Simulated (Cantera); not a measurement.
Stirred combustor or abatement burner

A perfectly stirred reactor is fed with C2H4 : O2 : N2 : H2O = 1 : 3.85 : 14.5 : 5 (molar parts), equivalence ratio 0.78, at 0.990 bar; it is adiabatic with a 500 K inlet, and is followed from long to short residence time, starting on the burning branch (τ in s: 0.13, 0.06, 0.029, 0.014, 0.0064, 0.003, 0.0014, 0.00068, 0.00032, 0.00015, 7.2e-05).

Computed with Cantera and GRI-Mech 3.0 (53 species, 325 reactions). GRI-Mech 3.0 was tuned for natural gas; its chemistry of ethylene as a main component is partial and can be far from experiment.

```tsv
τ (s)	T (K)	x C2H4	x O2	x H2O	x CH2	x C2H6
0.13	1906	3.14e-6	0.0349	0.286	2.97e-8	1.67e-12
0.060	1900	5.54e-6	0.0351	0.285	6.13e-8	4.83e-12
0.029	1892	9.15e-6	0.0353	0.284	1.20e-7	1.29e-11
0.014	1879	1.48e-5	0.0358	0.283	2.34e-7	3.42e-11
0.0064	1859	2.47e-5	0.0366	0.281	4.68e-7	9.82e-11
0.0030	1832	4.07e-5	0.0378	0.279	8.82e-7	2.81e-10
0.0014	1794	6.89e-5	0.0396	0.276	1.59e-6	8.64e-10
0.00068	1747	0.000119	0.0420	0.273	2.68e-6	2.83e-9
0.00032	1683	0.000232	0.0458	0.269	4.55e-6	1.23e-8
0.00015	1588	0.000575	0.0531	0.266	8.09e-6	9.64e-8
7.2e-5	500	0.0411	0.158	0.205	<1e-12	<1e-12
```
x: mole fraction; the columns are a selection and need not sum to one.
